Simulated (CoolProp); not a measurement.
Methane along the isotherm 199 K: density (kg/m³) from the reference equation and from simpler models built on Tc = 190.6 K, pc = 4.599 MPa, ω = 0.011; each cubic takes its own stable root.

Values from CoolProp's reference Helmholtz-energy equation of state, Setzmann 1991.

```
p (MPa)          phase   reference  ideal gas  van der Waals  Redlich-Kwong  Soave-Redlich-Kwong  Peng-Robinson
-------  -------------  ----------  ---------  -------------  -------------  -------------------  -------------
3.54               gas       47.52      34.32          46.40          47.61                47.60     (withheld)
7.08     supercritical       230.1      68.65          182.3          202.4                202.2          221.1
10.6     supercritical       274.1      102.8          212.4          252.2                252.1          278.6
14.2     supercritical  (withheld)      137.7     (withheld)          278.0                277.9          308.1
17.7     supercritical       308.4      171.6          239.1          295.5                295.4          327.8
21.2     supercritical       319.0      205.6          247.4          309.1                309.0          343.1
24.8     supercritical       328.0      240.5          254.3          320.5                320.5          356.0
28.3     supercritical       335.5      274.4          260.0          330.0                330.0          366.6
31.8     supercritical       342.1      308.3          264.9          338.2                338.2          375.7
35.4     supercritical       348.2      343.2          269.4          345.7                345.7          384.0
38.9     supercritical       353.5      377.2          273.2          352.2                352.2          391.3
42.5     supercritical       358.6      412.1          276.8          358.3                358.3          398.0
46       supercritical       363.1      446.0          279.9          363.7                363.6          403.9
```

### Question
What belongs in the gaps?

### Answer

- 3.54, Peng-Robinson: 49.29
- 14.2, reference: 294.7
- 14.2, van der Waals: 228.4
